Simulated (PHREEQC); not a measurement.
# Nickel, zinc or cadmium bath (model solution)

A solution holds 0.0095 mol CdSO4, 0.0002 mol NaOH and 0.00048 mol HCl per kg of water, at 25 °C. Closed to the air; pH follows from the charge balance.

Model: ion-association model, wateq4f.dat, run in PHREEQC.

This is a speciation only: nothing precipitates in the calculation.

Predict the pH, ionic strength.

pH 3.73; ionic strength 0.0248 mol/kgw.

In which forms is Cl present?

Cl- 76 %, CdCl+ 24 % of the Cl.

Species that the database lacks are ignored.
